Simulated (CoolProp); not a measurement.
A single-stage vapour-compression cycle with the fluid: evaporating at 218.15 K (dew point), condensing at 254.15 K (bubble point), superheat 8 K, subcooling 2 K, compressor efficiency 0.6, no pressure losses. The same conditions are run with several fluids, on thermodynamics alone (safety and materials aside).

Computed with CoolProp (reference Helmholtz-energy equation of state of each fluid (vinyl chloride: Thol 2022; CH2F2 (R32): Tillner-Roth 1997; R125: Lemmon 2005; R407C: Lemmon 2003; chlorine: Thol 2021; C2F6 (R116): Lemmon 2006)). Blends and air are pseudo-pure fits.

| fluid | cooling COP | pressure ratio | discharge temperature (K) | refrigerating effect (kJ/kg) | volumetric capacity (kJ/m³) |
|---|---|---|---|---|---|
| vinyl chloride | 3.16 | 6.40 | 356.0 | 344 | 147 |
| CH2F2 (R32) | 3.06 | 4.95 | 360.7 | 337 | 821 |
| R125 | 3.13 | 4.91 | 289.5 | 134 | 630 |
| R407C | 2.57 | 7.74 | 333.9 | 214 | 375 |
| chlorine | ? | 5.18 | 411.3 | 270 | ? |
| C2F6 (R116) | ? | 3.57 | 273.4 | 74.9 | 1820 |

Q: Some entries are withheld; supply them.

A: 
- chlorine, cooling COP: 3.04
- chlorine, volumetric capacity (kJ/m³): 373
- C2F6 (R116), cooling COP: 2.81
